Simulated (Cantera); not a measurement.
Input (Python, Cantera) and output of one run.

```python
import numpy as np
import cantera as ct

gas_names = """
    H2 O2
""".split()
cond_names = """
    Fe(OH)2(s) Fe(a) Fe(c) Fe(d) Fe(L)
""".split()


# ... load() reads the species with a 1 bar reference pressure and builds the phases ...
species = {s.name: s for s in load("nasa_gas.yaml", gas_names) + load("nasa_condensed.yaml", cond_names)}
# Each term lists the table entries of one substance; the one whose range holds T is used.
reactions = {
    'Fe(OH)2 = H2(g) + O2(g) + Fe':
        [(-1, ['Fe(OH)2(s)']), (1, ['H2']), (1, ['O2']), (1, ['Fe(a)', 'Fe(c)', 'Fe(d)', 'Fe(L)'])],
}


def pick(names, T):
    return next(species[n] for n in names if species[n].thermo.min_temp <= T <= species[n].thermo.max_temp)


results = []
for label, terms in reactions.items():
    print(label)
    print("     T/K   dH/kJ  dS/(J/K)   dG/kJ   log10 K")
    for T in [723, 798, 873, 948, 1023]:
        used = [(nu, pick(names, T)) for nu, names in terms]
        dH = sum(nu * s.thermo.h(T) for nu, s in used) / 1e6
        dS = sum(nu * s.thermo.s(T) for nu, s in used) / 1e3
        dG = dH - T * dS / 1e3
        logK = -dG * 1e6 / (ct.gas_constant * T * np.log(10))
        results.append((label, T, dH, dS, dG, logK, [s.name for _, s in used]))
        print(f"{T:8g} {dH:8.1f} {dS:8.1f} {dG:8.1f} {logK:8.2f}")
```

It prints:

```
Fe(OH)2 = H2(g) + O2(g) + Fe
     T/K   dH/kJ  dS/(J/K)   dG/kJ   log10 K
     723    567.0    261.0    378.3   -27.33
     798    565.6    259.1    358.8   -23.49
     873    564.3    257.6    339.4   -20.31
     948    563.2    256.4    320.2   -17.64
    1023    562.8    256.0    301.0   -15.37
```

Standard-state values (1 bar) from the NASA 1993 polynomials, evaluated with Cantera. Condensed species are held in their standard states even where they would react or evaporate.
